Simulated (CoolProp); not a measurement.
The fluid at 293.15 K and 14.9 MPa flows at 0.28 m/s in a round tube of 4.6 mm bore and 45 µm roughness, fully developed (64/Re and Nu = 3.66 if laminar; Colebrook and Gnielinski if turbulent). The same conditions are run with several fluids, on thermodynamics alone (safety and materials aside).

Model: reference Helmholtz-energy equation of state of each fluid (CF4 (R14): Platzer 1990; normal hydrogen: Leachman 2009; dry air: Lemmon 2000; oxygen: Schmidt 1985; methane: Setzmann 1991), in CoolProp. The equations of Platzer and Polt are older, rougher fits. Blends and air are pseudo-pure fits.

Task: Rank CF4 (R14), normal hydrogen, dry air, oxygen, methane by Reynolds number, highest first.

Result: CF4 (R14) (21500), oxygen (10900), dry air (10400), methane (9670), normal hydrogen (1610)

| fluid | Darcy friction factor | pressure drop (Pa/m) | heat-transfer coefficient (W/(m² K)) | mass flow (kg/h) |
|---|---|---|---|---|
| CF4 (R14) | 0.0403 | 265 | 913 | 12.9 |
| normal hydrogen | 0.0397 | 3.82 | 156 | 0.189 |
| dry air | 0.0427 | 64.4 | 341 | 2.96 |
| oxygen | 0.0425 | 75.7 | 369 | 3.50 |
| methane | 0.0431 | 44.7 | 551 | 2.04 |

Transport values come from each fluid's own correlations; those of CF4 (R14) are estimates that may be off by 10 % or more.
